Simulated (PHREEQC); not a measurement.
**Acid mine or pickling water: an equilibrium model**

Model water analysis in mg/L, 25 °C, pH 2.85, pe 9.3: Na 256; K 4.54; Ca 66.9; Mg 3.34; Cl 168; S(6) as SO4 601; Cu(2) 2.46; Si as SiO2 6.28; Fe(3) 0.0939; Pb 18.8; Zn 4.44.

Valence states are taken as typed.

All values are PHREEQC results (ion-association model, phreeqc.dat), not measurements.

Each row changes one thing in this solution. Precipitation was switched off in this run.

| case | ionic strength (mol/kgw) | SO4-2 (mol/kgw) | Ca+2 (mol/kgw) | HSO4- (mol/kgw) | CaSO4 (mol/kgw) | NaSO4- (mol/kgw) | SI of Quartz (SiO2) | SI of Anglesite (PbSO4) |
|---|---|---|---|---|---|---|---|---|
| as made | 0.0223 | 0.00514 | 0.00129 | 0.000463 | 0.000381 | 0.000160 | +0.00 | +0.65 |
| Cl from 168 to 84 mg/L | (withheld) | 0.00512 | 0.00128 | 0.000466 | 0.000388 | 0.000162 | +0.00 | +0.67 |
| Cu(2) from 2.46 to 7.38 mg/L | (withheld) | 0.00512 | 0.00129 | 0.000462 | 0.000380 | 0.000160 | +0.00 | +0.65 |

Task: What belongs in the gaps?

Result: 
- Cl from 168 to 84 mg/L, ionic strength (mol/kgw): 0.0211
- Cu(2) from 2.46 to 7.38 mg/L, ionic strength (mol/kgw): 0.0224

Complexes and solids missing from the database can't appear. Some of these states are supersaturated (in Anglesite, Hematite (slow to form), for instance).
